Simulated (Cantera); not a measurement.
A closed system holds: 1 mol Si₃N₄, 2.9 mol H₂O, 2.3 mol N₂, 6.9 mol HF, held at 1100 °C and 87000 Pa.

Cantera equilibrium calculation (NASA polynomials, part measured and part estimated; ideal gas, pure solids and liquids). Candidate condensed phases: H₂O, Si, SiO₂, Si₂N₂O, Si₃N₄; 58 gas species. The tables' values for SiF₃ are old estimates; treat these amounts as uncertain. The tables hold silica as quartz up to 1696 K and as liquid above; real silica turns to tridymite and cristobalite and melts near 1996 K. The numbers say what is thermodynamically allowed, not how fast it happens.

Base state: H₂ 0.478, N₂ 0.343, SiF₄ 0.125, HF 0.0511, H₂O 0.00250, SiHF₃ 0.000211, SiF₃ 9.17e-5, NH₃ 1.59e-5 (mole fractions); condensed: SiO₂(β-quartz).

Problem. What changes in the equilibrium state with this change: H₂O from 2.9 to 9.4 mol?

Solution. 
| species | before | after |
|---|---|---|
| H₂ | 0.478 | 0.296 |
| HF | 0.0511 | 0.275 |
| N₂ | 0.343 | 0.212 |
| H₂O | 0.00250 | 0.200 |
| SiF₄ | 0.125 | 0.0163 |
| SiHF₃ | 0.000211 | 3.17e-6 |
| SiF₃ | 9.17e-5 | 1.75e-6 |
| NH₃ | 1.59e-5 | 6.07e-6 |
| SiO₂(β-quartz), mol | 1.43 | 2.67 |
Gases not in the tables: Si(OH)₄.
